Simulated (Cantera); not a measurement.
A perfectly stirred reactor is fed with CH4 : N2 = 1 : 28 (molar parts), at 0.0750 atm; it is held at 1600 K, and followed from long to short residence time.

Model: GRI-Mech 3.0 (53 species, 325 reactions), integrated in Cantera. GRI-Mech 3.0 stops at C3 and has no aromatics, soot or wall deposition, so with more carbon than oxygen in the feed, carbon stays in small species such as C2H2 where larger ones or solid carbon would form.

**Question.** Predict: x(CH4) at τ = 1.70 s; x(C2H2) at τ = 1.70 s; x(C2H4) at τ = 1.70 s; x(CH3) at τ = 1.70 s; x(C2H) at τ = 1.70 s; x(CH4) at τ = 59.0 ms; x(C2H2) at τ = 59.0 ms; x(C2H4) at τ = 59.0 ms; x(CH3) at τ = 59.0 ms; x(C2H) at τ = 59.0 ms.

**Answer.** 
```json
{
  "x(CH4) at τ = 1.70 s": "0.0110",
  "x(C2H2) at τ = 1.70 s": "0.0112",
  "x(C2H4) at τ = 1.70 s": "0.000125",
  "x(CH3) at τ = 1.70 s": "0.000141",
  "x(C2H) at τ = 1.70 s": "2.44e-8",
  "x(CH4) at τ = 59.0 ms": "0.0307",
  "x(C2H2) at τ = 59.0 ms": "0.000959",
  "x(C2H4) at τ = 59.0 ms": "0.000693",
  "x(CH3) at τ = 59.0 ms": "0.000301",
  "x(C2H) at τ = 59.0 ms": "2.31e-9"
}
```
